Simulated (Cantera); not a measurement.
A closed system holds: 1 mol SiH4, 15 mol N2, 2.9 mol H2, at 0.133 bar.

Method: chemical equilibrium by Gibbs-energy minimisation in Cantera with the NASA 1993 tables (ideal gas, pure condensed phases). Candidate condensed phases: Si, Si3N4; 18 gas species. N2 is the only nitrogen source here; it is nearly inert below about 1500 K, so the nitride shown seldom forms there in practice. Gases not in the tables: Si2H6 and higher silanes. Equilibrium is a limit: real reactors are often held back by kinetics, nucleation or transport.

Problem. Which condensed phases are stable at each of these points (T (K)): 798, 948, 1098, 1248, 1398, 1548, 1698, 1848, 1998?

Solution. 
```tsv
T (K)	condensed phases	Si condensed (%)
798	Si3N4(s)	100.0
948	Si3N4(s)	100.0
1098	Si3N4(s)	100.0
1248	Si3N4(s)	100.0
1398	Si3N4(s)	100.0
1548	Si3N4(s)	100.0
1698	Si3N4(s)	100.0
1848	Si3N4(s)	100.0
1998	Si(l)	99.0
```

From 798 K to 1848 K the condensed part is Si3N4(s). At 1998 K the condensed part is Si(l).
